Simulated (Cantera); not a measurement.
# Adiabatic ignition

An adiabatic, constant-pressure homogeneous reactor starts with CH₄ : O₂ : N₂ = 1 : 4.88 : 18.3 (molar parts), equivalence ratio 0.41, at 1775 K and 1.00 bar.

Computed with Cantera and GRI-Mech 3.0 (53 species, 325 reactions).

```json
[
 {"t (s)": "2.00e-6", "T (K)": "1775", "x CH₄": "0.0413", "x O₂": "0.202", "x C₂H₄": "5.14e-11", "x CH₃": "6.36e-6", "x H": "3.46e-7", "x C₂H": "<1e-12", "x O": "3.54e-7"},
 {"t (s)": "5.73e-6", "T (K)": "1775", "x CH₄": "0.0413", "x O₂": "0.202", "x C₂H₄": "3.12e-9", "x CH₃": "2.27e-5", "x H": "3.84e-7", "x C₂H": "<1e-12", "x O": "4.78e-7"},
 {"t (s)": "1.64e-5", "T (K)": "1775", "x CH₄": "0.0413", "x O₂": "0.202", "x C₂H₄": "1.31e-7", "x CH₃": "7.97e-5", "x H": "5.41e-7", "x C₂H": "<1e-12", "x O": "8.79e-7"},
 {"t (s)": "4.70e-5", "T (K)": "1775", "x CH₄": "0.0408", "x O₂": "0.202", "x C₂H₄": "7.08e-6", "x CH₃": "0.000369", "x H": "2.06e-6", "x C₂H": "<1e-12", "x O": "3.38e-6"},
 {"t (s)": "0.000135", "T (K)": "2211", "x CH₄": "1.23e-9", "x O₂": "0.122", "x C₂H₄": "<1e-12", "x CH₃": "7.02e-9", "x H": "0.00520", "x C₂H": "3.21e-12", "x O": "0.0144"},
 {"t (s)": "0.000385", "T (K)": "2443", "x CH₄": "<1e-12", "x O₂": "0.115", "x C₂H₄": "<1e-12", "x CH₃": "<1e-12", "x H": "0.00210", "x C₂H": "<1e-12", "x O": "0.00848"},
 {"t (s)": "0.00110", "T (K)": "2505", "x CH₄": "<1e-12", "x O₂": "0.115", "x C₂H₄": "<1e-12", "x CH₃": "<1e-12", "x H": "0.000977", "x C₂H": "<1e-12", "x O": "0.00516"},
 {"t (s)": "0.00316", "T (K)": "2503", "x CH₄": "<1e-12", "x O₂": "0.114", "x C₂H₄": "<1e-12", "x CH₃": "<1e-12", "x H": "0.000945", "x C₂H": "<1e-12", "x O": "0.00501"},
 {"t (s)": "0.00906", "T (K)": "2496", "x CH₄": "<1e-12", "x O₂": "0.112", "x C₂H₄": "<1e-12", "x CH₃": "<1e-12", "x H": "0.000905", "x C₂H": "<1e-12", "x O": "0.00479"},
 {"t (s)": "0.0259", "T (K)": "2487", "x CH₄": "<1e-12", "x O₂": "0.109", "x C₂H₄": "<1e-12", "x CH₃": "<1e-12", "x H": "0.000857", "x C₂H": "<1e-12", "x O": "0.00452"},
 {"t (s)": "0.0743", "T (K)": "2485", "x CH₄": "<1e-12", "x O₂": "0.108", "x C₂H₄": "<1e-12", "x CH₃": "<1e-12", "x H": "0.000843", "x C₂H": "<1e-12", "x O": "0.00444"},
 {"t (s)": "0.213", "T (K)": "2485", "x CH₄": "<1e-12", "x O₂": "0.108", "x C₂H₄": "<1e-12", "x CH₃": "<1e-12", "x H": "0.000843", "x C₂H": "<1e-12", "x O": "0.00444"},
 {"t (s)": "0.610", "T (K)": "2485", "x CH₄": "<1e-12", "x O₂": "0.108", "x C₂H₄": "<1e-12", "x CH₃": "<1e-12", "x H": "0.000843", "x C₂H": "<1e-12", "x O": "0.00444"},
 {"t (s)": "1.75", "T (K)": "2485", "x CH₄": "<1e-12", "x O₂": "0.108", "x C₂H₄": "<1e-12", "x CH₃": "<1e-12", "x H": "0.000843", "x C₂H": "<1e-12", "x O": "0.00444"},
 {"t (s)": "5.00", "T (K)": "2485", "x CH₄": "<1e-12", "x O₂": "0.108", "x C₂H₄": "<1e-12", "x CH₃": "<1e-12", "x H": "0.000843", "x C₂H": "<1e-12", "x O": "0.00444"}
]
```
x: mole fraction; the columns are a selection and need not sum to one.

```json
{
  "time_of_steepest_temperature_rise": "0.126 ms",
  "temperature at 5.00 s": "2485 K",
  "equilibrium_temperature": "2485 K",
  "x(CH₄) at 5.00 s": "<1e-12 (gas-phase equilibrium <1e-12)",
  "x(O₂) at 5.00 s": "0.108 (gas-phase equilibrium 0.108)",
  "x(C₂H₄) at 5.00 s": "<1e-12 (gas-phase equilibrium <1e-12)"
}
```
